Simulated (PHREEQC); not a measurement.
A solution holds 0.0029 mol/kgw NaHS, 0.00012 mol/kgw NaOH, 0.27 mol/kgw ZnCl2 and 0.0099 mol/kgw HBr, at 25 °C. Closed to the air; pH follows from the charge balance.

Model: ion-association model, wateq4f.dat, run in PHREEQC.

Precipitation was switched off in this run.

Question: Predict the pH.

Answer: pH 2.15.

Question: In which forms is Cl present?

Answer: Cl- 82 %, ZnCl+ 10 %, ZnCl2 3.2 %, ZnCl3- 2.7 %, ZnCl4-2 1.6 % of the Cl.

The solution is supersaturated, for example in ZnS(a), Sphalerite (slow to form), so a real one may precipitate; this is no full list. The polysulfide entries of wateq4f.dat were taken out for this run.
